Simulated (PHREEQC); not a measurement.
H2SO4 is added in steps, without added water, to 1 kg of water holding 0.045 mol HF, 0.00089 mol ZnSO4 and 0.036 mol CuCl2, at 20 °C. O2 is buffered at 0.21 atm. No CO2 enters from the air. Solids allowed: Cu(OH)2, Brochantite, Antlerite, Atacamite, Zn(OH)2-e, Zn4(OH)6SO4, Zn5(OH)8Cl2, Chalcanthite, Goslarite, CuF2:2H2O, ZnF2. Others were left out.

Base run: PHREEQC, ion-association model, wateq4f.dat. Each further column changes one thing. The table gives CuSO4 (mol/kgw).

```csv
H2SO4 added (mol),base,database phreeqc.dat,Debye-Hückel limiting law,all activity coefficients set to 1,Davies equation for every ion
0,0.000368,0.000364,?,?,0.000357
0.0025,0.00132,0.00131,0.000625,0.00251,0.00128
0.005,0.00215,0.00213,0.000998,0.00415,0.00209
0.0075,0.00286,0.00284,0.00130,0.00560,0.00279
0.01,0.00348,0.00346,0.00155,0.00688,0.00339
0.0125,0.00401,0.00399,0.00175,?,0.00392
0.015,0.00448,0.00446,?,0.00902,0.00438
0.0175,0.00488,0.00487,0.00205,0.00992,0.00479
0.02,0.00525,0.00524,0.00216,?,0.00515
0.0225,0.00557,0.00556,0.00225,?,0.00548
0.025,0.00586,0.00586,0.00231,?,0.00577
```

**Question.** Some entries are withheld; supply them.

**Answer.** 
- 0, Debye-Hückel limiting law: 0.000177
- 0, all activity coefficients set to 1: 0.000687
- 0.0125, all activity coefficients set to 1: 0.00802
- 0.015, Debye-Hückel limiting law: 0.00192
- 0.02, all activity coefficients set to 1: 0.0107
- 0.0225, all activity coefficients set to 1: 0.0114
- 0.025, all activity coefficients set to 1: 0.0121

wateq4f.dat counts part of the HF as a dimer, H2F2, which phreeqc.dat doesn't know; its constant is uncertain.  phreeqc.dat and wateq4f.dat share most of their constants, so their agreement is no independent check. Solids allowed in the column 'database phreeqc.dat': Zn(OH)2(e).
